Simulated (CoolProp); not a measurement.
Vapour-liquid equilibrium of dimethyl ether (1) + n-butane (2) at 12 bar; x and y are mole fractions of (1).

Values from CoolProp's multi-fluid Helmholtz-energy mixture model, Wu 2011 and Bücker 2006; pair parameters Bell 2016.

| x | bubble temperature, mixture model (°C) | bubble temperature, Raoult's law (°C) | y, mixture model | y, Raoult's law |
|---|---|---|---|---|
| 0.05 | 84.1 | 85.3 | 0.106 | 0.103 |
| 0.15 | 77.3 | 80.2 | 0.281 | 0.280 |
| 0.25 | 71.8 | 75.7 | 0.417 | 0.425 |
| 0.35 | 67.3 | 71.6 | 0.526 | 0.546 |
| 0.45 | 63.7 | 67.9 | 0.615 | 0.647 |
| 0.55 | 60.7 | 64.4 | 0.692 | 0.734 |
| 0.65 | 58.2 | 61.3 | 0.762 | 0.808 |
| 0.75 | 56.0 | 58.4 | 0.828 | 0.872 |
| 0.85 | 54.2 | 55.7 | 0.894 | 0.928 |
| 0.95 | 52.7 | 53.2 | 0.963 | 0.978 |

The largest gap from Raoult's law is -4.3 K in bubble temperature, at x = 0.35. No azeotrope shows between x = 0.05 and 0.95.

Pair parameters are fitted to limited data, so mixtures are less certain than the pure fluids.
